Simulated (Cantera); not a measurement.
# Aluminium nitride and oxide growth: AlCl3 + N2O + H2

Feed: 1 mol AlCl3, 27 mol N2O, a varied amount of H2, at 1402 °C and 0.000120 bar.

Equilibrium computed with Cantera from the NASA thermochemical tables; the gas is ideal and each condensed phase is pure. Candidate condensed phases: Al, AlCl3, AlN, Al2O3, H2O, NH4Cl; 45 gas species. Kinetics and transport are ignored.

From 1.9 mol H2 to 46 mol H2 the condensed part is Al2O3(s). The main Al-bearing gas is AlOCl throughout.

```csv
n(H2) (mol),x N2,x H2O,x O2,x H2,x HCl,x Cl,x H,n Al2O3(s)
1.9,0.621,0.0256,0.278,6.84e-5,0.0346,0.0346,8.76e-5,0.500
2.7,0.616,0.0413,0.268,0.000112,0.0385,0.0301,0.000112,0.500
3.9,0.608,0.0655,0.252,0.000184,0.0420,0.0257,0.000144,0.500
5.5,0.598,0.0978,0.231,0.000287,0.0447,0.0218,0.000179,0.500
7.9,0.583,0.145,0.200,0.000457,0.0468,0.0181,0.000227,0.500
11,0.564,0.203,0.162,0.000712,0.0479,0.0149,0.000283,0.500
16,0.536,0.291,0.105,0.00126,0.0484,0.0113,0.000377,0.500
23,0.502,0.398,0.0353,0.00298,0.0485,0.00734,0.000579,0.500
32,0.445,0.419,5.17e-5,0.0821,0.0481,0.00139,0.00304,0.500
46,0.361,0.341,3.62e-6,0.252,0.0395,0.000651,0.00532,0.500
```
x: gas mole fraction; n: condensed amount in mol.
